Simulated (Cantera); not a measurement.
Input (Python, Cantera):

```python
import numpy as np
import cantera as ct

gas = ct.Solution("h2o2.yaml")
gas.TPX = 550, 100000, {'H2': 1, 'O2': 0.179, 'N2': 0.571}
flame = ct.FreeFlame(gas, width=0.04)
flame.set_refine_criteria(ratio=3, slope=0.08, curve=0.16)
flame.transport_model = "mixture-averaged"
flame.solve(loglevel=0, auto=True)
z, T = flame.grid, flame.T
thick = (T[-1] - T[0]) / np.gradient(T, z).max()
show = ['H2', 'O2', 'OH', 'H2O2', 'HO2', 'O']
print(f"laminar burning velocity  {flame.velocity[0] * 100:.3f} cm/s")
print(f"burnt temperature         {T[-1]:.1f} K")
print(f"thermal thickness         {thick * 1e3:.4f} mm")
print(f"grid points               {len(z)}")
z0 = z[flame.heat_release_rate.argmax()]
print(f"{'z/mm':>9s}{'T/K':>9s}{'u/(m/s)':>9s}" + "".join(f"{s:>11s}" for s in show))
rows = []
for k in (-3, -2, -1.5, -1, -0.5, -0.25, 0, 0.25, 0.5, 1, 2, 4, 8):
    zz = z0 + k * thick
    rows.append([k * thick, np.interp(zz, z, T), np.interp(zz, z, flame.velocity),
                 *(np.interp(zz, z, flame.X[gas.species_index(s)]) for s in show)])
    print(f"{rows[-1][0] * 1e3:9.3f}{rows[-1][1]:9.1f}{rows[-1][2]:9.3f}" + "".join(f"{x:11.3e}" for x in rows[-1][3:]))
```

Result:

```
laminar burning velocity  762.981 cm/s
burnt temperature         2100.6 K
thermal thickness         0.4590 mm
grid points               132
     z/mm      T/K  u/(m/s)         H2         O2         OH       H2O2        HO2          O
   -1.377    550.0    7.630  5.714e-01  1.023e-01  1.618e-18  8.837e-17  8.136e-14  6.430e-17
   -0.918    550.0    7.630  5.714e-01  1.023e-01  2.837e-15  4.973e-14  5.166e-11  1.121e-13
   -0.688    550.0    7.630  5.714e-01  1.023e-01  1.881e-13  2.646e-12  2.500e-09  7.311e-12
   -0.459    550.1    7.631  5.714e-01  1.023e-01  2.091e-10  1.514e-09  7.754e-07  3.515e-09
   -0.229    585.7    8.071  5.669e-01  1.021e-01  8.718e-05  5.663e-06  2.596e-04  1.628e-05
   -0.115    821.3   11.033  5.349e-01  9.531e-02  4.589e-04  8.404e-06  1.492e-04  2.543e-04
    0.000   1195.3   15.646  4.475e-01  6.116e-02  1.296e-03  1.099e-06  6.170e-05  1.855e-03
    0.115   1441.3   18.802  3.720e-01  1.632e-02  1.917e-03  4.337e-07  1.578e-05  1.560e-03
    0.229   1545.5   20.100  3.545e-01  2.869e-03  1.832e-03  2.248e-07  2.648e-06  6.020e-04
    0.459   1643.4   21.239  3.582e-01  2.114e-04  1.938e-03  1.573e-07  1.922e-07  3.282e-04
    0.918   1746.5   22.400  3.682e-01  6.549e-05  1.986e-03  1.060e-07  6.722e-08  2.448e-04
    1.836   1845.7   23.490  3.783e-01  4.107e-05  1.831e-03  6.070e-08  4.473e-08  1.588e-04
    3.672   1933.3   24.434  3.875e-01  2.172e-05  1.500e-03  3.028e-08  2.616e-08  8.566e-05
```

Cantera simulation using the H2/O2 subset of GRI-Mech 3.0, which has no nitrogen chemistry; the numbers are that mechanism's predictions, not measurements. Burning velocities carry a grid error of a few per cent, more on coarse grids.
